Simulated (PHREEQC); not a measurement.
A solution holds 0.175 mol Na2SO4, 0.045 mol K2SO4 and 0.14 mol MgCl2 per kg of water, at 20 °C. It is in equilibrium with CO2 at log p = -1 (atm). Otherwise closed; pH follows from the charge balance.

The numbers come from PHREEQC with the Pitzer model, pitzer.dat.

Q: The ionic strength comes out as 1.08 mol/kgw. What activity coefficients do SO4-2, Na+, K+, H+, Mg+2 get?

A: SO4-2 0.075, Na+ 0.64, K+ 0.59, H+ 0.64, Mg+2 0.16. Single-ion values are on the MacInnes scale.

No solid was allowed to form. In brines, pH and single-ion activities rest on the MacInnes convention.
